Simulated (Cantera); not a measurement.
A closed system holds: 1 mol SiO₂, 0.87 mol C, 0.034 mol N₂, at 1800 K and 14000 Pa.

Method: chemical equilibrium by Gibbs-energy minimisation in Cantera with the NASA 1993 tables (ideal gas, pure condensed phases). Candidate condensed phases: C, Si, SiC, SiO₂, Si₂N₂O, Si₃N₄; 34 gas species. Mutual solubility and eutectic melting of coexisting phases are not modelled. The tables hold silica as quartz up to 1696 K and as liquid above; real silica turns to tridymite and cristobalite and melts near 1996 K. Rates play no part.

Base state: CO 0.887, SiO 0.0988, N₂ 0.0138, CO₂ 3.68e-5 (mole fractions); condensed: SiC(s) + SiO₂(condensed) + Si₂N₂O(s).

Task: What changes in the equilibrium state with this change: 0.0032 mol NH₃ added?

Result: 
```csv
species,before,after
CO,0.887,0.880
SiO,0.0988,0.0991
N₂,0.0138,0.0137
H₂,0,0.00667
H,0,7.81e-5
HCN,0,1.30e-5
CO₂,3.68e-5,3.65e-5
"SiC(s), mol",0.242,0.241
"SiO₂(condensed), mol",0.639,0.637
"Si₂N₂O(s), mol",0.0242,0.0258
```
Further candidate phases: C₆H₆, C₇H₈, C₈H₁₈, H₂O.
